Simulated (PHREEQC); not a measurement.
0.17 g of hydrous ferric oxide (600 m²/g; 0.2 weak and 0.005 strong sites per Fe, Dzombak-Morel constants, diffuse double layer) in 1 kg of water with 0.05 mol/kgw of an inert sodium salt and 0.00013 mol CuCl2, 1.2e-05 mol MnCl2 and 4.3e-06 mol Na2SO4, at 25 °C; the pH is set by adding NaOH or the inert anion's acid. The system is closed to oxygen. CO2 from the air is kept out. No solid was allowed to form.

Model: ion-association model, wateq4f.dat, run in PHREEQC.

Problem. Predict Cu sorbed (%), Mn sorbed (%), S sorbed (%) at pH = 4.5, 11.

Solution. 
| pH | Cu sorbed (%) | Mn sorbed (%) | S sorbed (%) |
|---|---|---|---|
| 4.5 | 6.7 | 0.0 | 98.5 |
| 11 | 83.4 | 100.0 | 0.0 |

Along this series the solution becomes supersaturated in solids that the run did not let form, among them Cu(OH)2. The database's constant for dissolved Cu(OH)2 is higher than later reviews accept.
